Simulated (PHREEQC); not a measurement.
Model water analysis in mg/L, 21 °C, pH 2.26, pe 8.5:

```csv
constituent,mg/L
Na,33.8
K,21.9
Ca,40.4
Mg,17.6
Cl,39.5
S(6) as SO4,736
Br,0.0483
Cu(2),0.0387
```

Valence states are taken as typed.

Computed with PHREEQC (ion-association model, phreeqc.dat).

This is a speciation only: nothing precipitates in the calculation.

**Question.** Predict the ionic strength.

**Answer.** ionic strength 0.0189 mol/kgw.

**Question.** In which forms is Cu present?

**Answer.** Cu+2 72 %, CuSO4 28 % of the Cu.
